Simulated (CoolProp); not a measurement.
A Linde-Hampson liquefier for normal hydrogen: isothermal reversible compression at 280 K from 1 atm to 30 MPa, throttling to 1 atm, return gas leaving the recuperator 0 K below the feed. Each further row changes one setting.

Model: reference Helmholtz-energy equation of state, Leachman 2009, in CoolProp.

```json
[
 {"case": "as stated", "compression work (kJ/kg of gas)": "6790"},
 {"case": "high pressure 60 MPa", "compression work (kJ/kg of gas)": "7830"},
 {"case": "warm-end temperature 310 K", "compression work (kJ/kg of gas)": "7500"},
 {"case": "warm-end gap 5 K", "compression work (kJ/kg of gas)": "6790"}
]
```
